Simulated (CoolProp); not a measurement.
Vapour-liquid equilibrium of hexamethyldisiloxane (MM) (1) + toluene (2) at 422.3 K; x and y are mole fractions of (1).

Values from CoolProp's multi-fluid Helmholtz-energy mixture model, Thol 2016 and Lemmon 2006; pair parameters Bell 2016.

Problem. Give the bubble pressure and the first vapour's composition at x = 0.25, 0.35, 0.75. Is there an azeotrope?

Solution. x = 0.25: 0.3002 MPa, y = 0.312; x = 0.35: 0.3102 MPa, y = 0.416; x = 0.75: 0.3378 MPa, y = 0.772. No azeotrope shows between x = 0.05 and 0.95.

Pair parameters are fitted to limited data, so mixtures are less certain than the pure fluids.
